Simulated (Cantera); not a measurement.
Si + Cl2 + H2 (chemical vapour transport)

A closed system holds: 1 mol Si, 0.011 mol Cl2, 2.6 mol H2, at 1000 Pa.

Equilibrium computed with Cantera from the NASA thermochemical tables; the gas is ideal and each condensed phase is pure. Candidate condensed phases: Si; 19 gas species. The tables' values for SiCl3 are old estimates; treat these amounts as uncertain. The numbers say what is thermodynamically allowed, not how fast it happens.

From 798 K to 1323 K the condensed part is Si(s). The main Si-bearing gas is SiCl4 at 798 K and SiCl2 at 1323 K.

```csv
T (K),x H2,x HCl,x SiCl4,x SiHCl3,x SiCl2,x SiH2Cl2,x SiCl3,n Si(s)
798,0.997,0.00146,0.00119,0.000716,2.17e-6,3.47e-5,4.77e-6,0.995
873,0.995,0.00335,0.000838,0.000533,1.43e-5,3.09e-5,1.43e-5,0.996
948,0.993,0.00590,0.000369,0.000280,5.33e-5,2.15e-5,2.41e-5,0.998
1023,0.992,0.00760,7.39e-5,8.17e-5,0.000104,9.98e-6,1.90e-5,0.999
1098,0.992,0.00804,9.65e-6,1.73e-5,0.000132,3.72e-6,9.52e-6,1.000
1173,0.992,0.00809,1.39e-6,3.98e-6,0.000150,1.45e-6,4.61e-6,1.000
1248,0.992,0.00808,2.48e-7,1.07e-6,0.000165,6.29e-7,2.38e-6,1.000
1323,0.992,0.00806,5.34e-8,3.34e-7,0.000179,2.98e-7,1.32e-6,1.000
```
x: gas mole fraction; n: condensed amount in mol.
